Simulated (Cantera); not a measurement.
A Cantera script and what it prints.

```python
import numpy as np
import cantera as ct

gas_names = """
    CL CL2 H HCL H2 N NH NH2 NH3 N2 N2H2 N2H4 Si SiCL SiCL2 SiCL3 SiCL4 SiH SiHCL3 SiH2 SiH2CL2 SiH3
    SiH3CL SiH4 SiN Si2 Si2N Si3
""".split()
cond_names = """
    NH4CL(a) NH4CL(b) Si(cr) Si(L) Si3N4(a)
""".split()


def load(file, names, dense=False):
    # The tables refer to 1 bar. Condensed volumes are neglected.
    table = {s.name: s for s in ct.Species.list_from_file(file)}
    out = []
    for n in names:
        d = dict(table[n].input_data)
        d["thermo"] = dict(d["thermo"], **{"reference-pressure": 1e5})
        if dense:
            d["equation-of-state"] = {"model": "constant-volume", "density": "1e6 g/cm^3"}
        out.append(ct.Species.from_dict(d))
    return out


gas = ct.Solution(thermo="ideal-gas", species=load("nasa_gas.yaml", gas_names))
cond = {s.name: ct.Solution(thermo="fixed-stoichiometry", species=[s], name=s.name)
        for s in load("nasa_condensed.yaml", cond_names, dense=True)}
atoms = {
    'Si': {'Si': 1},
    'HCl': {'H': 1, 'CL': 1},
    'N2': {'N': 2},
    'Cl2': {'CL': 2},
}
top_T = {'Si3N4(a)': 2400}  # K; cautious upper limits of use, not melting points


def equilibrate(T, P, feed):
    n = {}
    for name, mol in feed.items():
        for a, k in atoms[name].items():
            n[a] = n.get(a, 0.0) + k * mol
    gas.TPX = T, P, n
    mass = sum(n.values()) * gas.mean_molecular_weight
    gas.equilibrate("TP")
    valid = [c for c in cond.values() if c.min_temp <= T <= top_T.get(c.name, c.max_temp)]
    mix = ct.Mixture([(gas, mass / gas.mean_molecular_weight)] + [(c, 0.0) for c in valid])
    mix.T, mix.P = T, P
    mix.equilibrate("TP", solver="vcs", rtol=1e-11, max_steps=5000)
    return mix


results = []
feed = {'Si': 1, 'HCl': 13, 'N2': 18, 'Cl2': 9.4}  # mol
T = 575  # K
P = 133.322  # Pa
mix = equilibrate(T, P, feed)
results.append((T, P, feed, dict(zip(mix.species_names, mix.species_moles))))
print(gas.report(threshold=0.0001))
for i in range(1, mix.n_phases):
    print(f"{mix.phase(i).name:16s} {mix.phase_moles(i):12.5e} mol")
```

Output:

```
       temperature   575 K
          pressure   133.32 Pa
           density   0.001184 kg/m^3
  mean mol. weight   42.456 kg/kmol
   phase of matter   gas

                          1 kg             1 kmol
                     ---------------   ---------------
          enthalpy       -9.0338e+05       -3.8354e+07  J
   internal energy        -1.016e+06       -4.3134e+07  J
           entropy            6714.8        2.8508e+05  J/K
    Gibbs function       -4.7644e+06       -2.0227e+08  J
 heat capacity c_p            773.89             32856  J/K
 heat capacity c_v            578.05             24541  J/K

                      mass frac. Y      mole frac. X     chem. pot. / RT
                     ---------------   ---------------   ---------------
               CL2           0.31365           0.18782           -35.861
               HCL           0.28334           0.32995           -50.131
                N2           0.30145           0.45685           -31.066
             SiCL4           0.10156          0.025381           -190.73
     [  +24 minor]        6.6533e-08        7.9681e-08

NH4CL(b)          0.00000e+00 mol
Si(cr)            0.00000e+00 mol
Si3N4(a)          0.00000e+00 mol
```

Method: chemical equilibrium by Gibbs-energy minimisation in Cantera with the NASA 1993 tables (ideal gas, pure condensed phases).
